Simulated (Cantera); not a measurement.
An isothermal, constant-pressure homogeneous reactor starts with CH4 : N2 = 1 : 3.2 (molar parts), at 1850 K and 20.0 Torr.

Model: GRI-Mech 3.0 (53 species, 325 reactions), integrated in Cantera. GRI-Mech 3.0 stops at C3 and has no aromatics, soot or wall deposition, so with more carbon than oxygen in the feed, carbon stays in small species such as C2H2 where larger ones or solid carbon would form. Radical loss at walls, strong at low pressure, is not modelled.

x: mole fraction; the columns are a selection and need not sum to one.

```
t (s)        x CH4      x H2     x HCN    x C2H6    x C2H2       x H    x C2H4
--------  --------  --------  --------  --------  --------  --------  --------
5.00e-6      0.238   1.75e-6    <1e-12    <1e-12    <1e-12   2.04e-6    <1e-12
1.79e-5      0.238   1.09e-5    <1e-12  4.41e-11    <1e-12   2.69e-6  1.15e-10
6.42e-5      0.238   4.60e-5    <1e-12   2.44e-9  2.51e-11   2.71e-6   1.45e-8
0.000230     0.238  0.000174  1.13e-12   9.97e-8   7.30e-9   2.82e-6   1.05e-6
0.000823     0.237  0.000733  3.04e-11   2.63e-6   1.51e-6   4.37e-6   5.42e-5
0.00295      0.228   0.00742         ?   3.93e-5  0.000306   2.72e-5   0.00218
0.0106       0.133     0.113         ?   9.60e-5    0.0292  0.000314    0.0112
0.0379      0.0379     0.240         ?   1.16e-5    0.0791  0.000687  0.000781
0.136      0.00703     0.279         ?   6.82e-7    0.0929   0.00112   4.91e-5
0.486     0.000916     0.286         ?   1.91e-8    0.0956   0.00164   1.32e-5
1.74      0.000168     0.287         ?  7.32e-10    0.0960   0.00177   1.22e-5
6.23       5.59e-5     0.287         ?  1.06e-10    0.0960   0.00178   1.22e-5
22.3       4.65e-5     0.287         ?  8.23e-11    0.0960   0.00178   1.22e-5
80.0       4.66e-5     0.287         ?  8.26e-11    0.0959   0.00178   1.22e-5
```

Task: Some entries are withheld; supply them.

Result: 
- 0.00295, x HCN: 2.12e-9
- 0.0106, x HCN: 3.40e-7
- 0.0379, x HCN: 3.00e-6
- 0.136, x HCN: 1.01e-5
- 0.486, x HCN: 2.55e-5
- 1.74, x HCN: 4.36e-5
- 6.23, x HCN: 6.05e-5
- 22.3, x HCN: 9.46e-5
- 80.0, x HCN: 0.000211
